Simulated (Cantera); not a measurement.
A perfectly stirred reactor is fed with CH4 : O2 : N2 = 1 : 2.6 : 9.77 (molar parts), at 5.00 bar; it is adiabatic with a 498 K inlet, and is followed from long to short residence time, starting on the burning branch (τ in s: 0.33, 0.14, 0.057, 0.024, 0.0099, 0.0042, 0.0017, 0.00073, 0.0003, 0.00013, 5.3e-05, 2.2e-05).

Model: GRI-Mech 3.0 (53 species, 325 reactions), integrated in Cantera.

Q: What does this change do: O2 2.6 to 1.6 parts?

A: 
| quantity | before | after |
|---|---|---|
| blow-out, bracketed by the residence times tried | burning at 53.0 µs, out at 22.0 µs | burning at 1.70 ms, out at 0.730 ms |
| x(CH4) at τ = 0.330 s | 4.90e-7 | 0.00128 |
| x(O2) at τ = 0.330 s | 0.0438 | 0.000186 |
| x(H2O) at τ = 0.330 s | 0.148 | 0.130 |
| x(H2) at τ = 0.330 s | 0.000192 | 0.0240 |
| x(NO) at τ = 0.330 s | 0.00178 | 6.43e-6 |
| x(CH4) at τ = 1.70 ms | 4.71e-5 | 0.00551 |
| x(O2) at τ = 1.70 ms | 0.0455 | 0.0118 |
| x(H2O) at τ = 1.70 ms | 0.147 | 0.125 |
| x(H2) at τ = 1.70 ms | 0.000722 | 0.0179 |
| x(NO) at τ = 1.70 ms | 7.84e-5 | 8.25e-7 |
